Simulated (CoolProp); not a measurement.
A single-stage vapour-compression cycle with ammonia: evaporating at 264.15 K (dew point), condensing at 289.15 K (bubble point), superheat 5 K, subcooling 0 K, compressor efficiency 0.8, no pressure losses. Each further row changes one setting.

Values from CoolProp's reference Helmholtz-energy equation of state, Gao 2020.

```json
[
 {"case": "as stated", "cooling COP": "___", "pressure ratio": "2.49", "discharge temperature (K)": "344.4", "refrigerating effect (kJ/kg)": "1190", "volumetric capacity (kJ/m³)": "2890"},
 {"case": "evaporating temperature 269.15 K", "cooling COP": "9.79", "pressure ratio": "___", "discharge temperature (K)": "332.5", "refrigerating effect (kJ/kg)": "___", "volumetric capacity (kJ/m³)": "___"},
 {"case": "condensing temperature 284.15 K", "cooling COP": "___", "pressure ratio": "2.10", "discharge temperature (K)": "___", "refrigerating effect (kJ/kg)": "1210", "volumetric capacity (kJ/m³)": "2940"},
 {"case": "subcooling 5 K", "cooling COP": "7.68", "pressure ratio": "2.49", "discharge temperature (K)": "344.4", "refrigerating effect (kJ/kg)": "1210", "volumetric capacity (kJ/m³)": "2940"},
 {"case": "superheat 15 K", "cooling COP": "___", "pressure ratio": "2.49", "discharge temperature (K)": "357.5", "refrigerating effect (kJ/kg)": "1210", "volumetric capacity (kJ/m³)": "2820"},
 {"case": "compressor efficiency 0.7", "cooling COP": "6.59", "pressure ratio": "2.49", "discharge temperature (K)": "353.7", "refrigerating effect (kJ/kg)": "1190", "volumetric capacity (kJ/m³)": "2890"}
]
```

Question: What belongs in the gaps?

Answer: 
- as stated, cooling COP: 7.54
- evaporating temperature 269.15 K, pressure ratio: 2.04
- evaporating temperature 269.15 K, refrigerating effect (kJ/kg): 1200
- evaporating temperature 269.15 K, volumetric capacity (kJ/m³): 3490
- condensing temperature 284.15 K, cooling COP: 9.61
- condensing temperature 284.15 K, discharge temperature (K): 329.4
- superheat 15 K, cooling COP: 7.36
